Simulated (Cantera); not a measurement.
An isothermal plug-flow reactor at 1223 K and 0.510 bar (inlet), inlet velocity 1 m/s, active area per volume 140 1/m; feed CH4 : O2 : N2 : H2O = 0.025 : 0.011 : 1.5 : 0.085 (molar parts), equivalence ratio 4.5.

Cantera simulation using Deutschmann's 1995 Pt surface mechanism with GRI-Mech 3.0 gas chemistry; the numbers are that mechanism's predictions, not measurements. Catalytic surfaces can have several steady states; this one follows from the mechanism file's or the stated starting coverage. Mass transfer to the wall is taken as infinitely fast.

x: gas mole fraction; θ: surface coverage.

| z (m) | x CH4 | x O2 | x H2O | x CO2 | x CO | θ free Pt | θ H* | θ CO* | θ C* |
|---|---|---|---|---|---|---|---|---|---|
| 0.00096 | 0.0101 | (withheld) | 0.0562 | 6.82e-5 | 0.00515 | 0.980 | 0.00212 | 0.00882 | 0.00943 |
| 0.0016 | 0.00771 | (withheld) | 0.0558 | 0.000104 | 0.00747 | 0.973 | 0.00269 | 0.0125 | 0.0122 |
| 0.0027 | 0.00488 | (withheld) | 0.0540 | 0.000155 | 0.0102 | 0.968 | 0.00331 | 0.0168 | 0.0123 |
| 0.0044 | 0.00243 | (withheld) | 0.0518 | 0.000222 | 0.0125 | 0.967 | 0.00382 | 0.0206 | 0.00843 |
| 0.0074 | 0.000716 | (withheld) | 0.0499 | 0.000331 | 0.0140 | 0.970 | 0.00416 | 0.0232 | 0.00300 |
| 0.012 | 0.000110 | (withheld) | 0.0490 | 0.000492 | 0.0145 | 0.971 | 0.00429 | 0.0240 | 0.000496 |
| 0.021 | 2.78e-6 | <1e-12 | 0.0486 | 0.000798 | 0.0143 | 0.972 | 0.00433 | 0.0237 | 1.98e-5 |
| 0.034 | 1.37e-8 | <1e-12 | 0.0482 | 0.00122 | 0.0138 | 0.973 | 0.00436 | 0.0230 | 7.15e-6 |
| 0.057 | 9.28e-11 | <1e-12 | 0.0475 | 0.00192 | 0.0131 | 0.974 | 0.00441 | 0.0219 | 6.98e-6 |
| 0.096 | 8.57e-11 | <1e-12 | 0.0464 | 0.00299 | 0.0121 | 0.975 | 0.00448 | 0.0202 | 6.77e-6 |

Q: What belongs in the gaps?

A: 
- 0.00096, x O2: 0.00209
- 0.0016, x O2: 0.000979
- 0.0027, x O2: 0.000271
- 0.0044, x O2: 3.81e-5
- 0.0074, x O2: 1.21e-6
- 0.012, x O2: 6.02e-9
